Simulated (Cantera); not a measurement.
An isothermal, constant-pressure homogeneous reactor starts with NH₃ : H₂ = 1 : 0.3 (molar parts), at 2248 K and 2.00 bar.

Computed with Cantera and the gas-phase N/H chemistry of the illustrative SiF4/NH3 mechanism in the Surface Chemkin manual (1991). Walls and surfaces, which speed up NH3 decomposition in real reactors, are not modelled.

One state of this run: x NH₃ = 8.93e-6; x H₂ = 0.778; x NH = 2.30e-8; x N₂ = 0.217; x N = 7.16e-9. x: mole fraction; the columns are a selection and need not sum to one.

**Question.** Which value of t (s) does it belong to?
A) 0.973
B) 50.0
C) 7.17e-6
D) 0.00264

**Answer.** B, 50.0
